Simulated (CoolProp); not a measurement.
Vapour pressure (MPa) of neopentane: the reference equation beside estimates from Tc = 433.7 K, pc = 3.196 MPa, ω = 0.196.

Values from CoolProp's reference Helmholtz-energy equation of state, Lemmon 2006. It is a short technical equation, of lower accuracy than the large ones.

| T (K) | reference | van der Waals | Redlich-Kwong |
|---|---|---|---|
| 320.2 | 0.3286 | 0.8359 | 0.4310 |
| 328.4 | 0.4083 | 0.9451 | 0.5242 |
| 336.6 | 0.5017 | 1.063 | 0.6307 |
| 344.8 | 0.6099 | 1.190 | 0.7513 |
| 353.1 | 0.7360 | 1.328 | 0.8888 |
| 361.3 | 0.8785 | 1.473 | 1.041 |
| 369.5 | 1.040 | 1.628 | 1.209 |
| 377.7 | 1.223 | 1.793 | 1.395 |

Absolute difference from the reference over all 8 rows, mean and median: van der Waals 93.0 and 87.8 %, Redlich-Kwong 22.3 and 22.0 %.
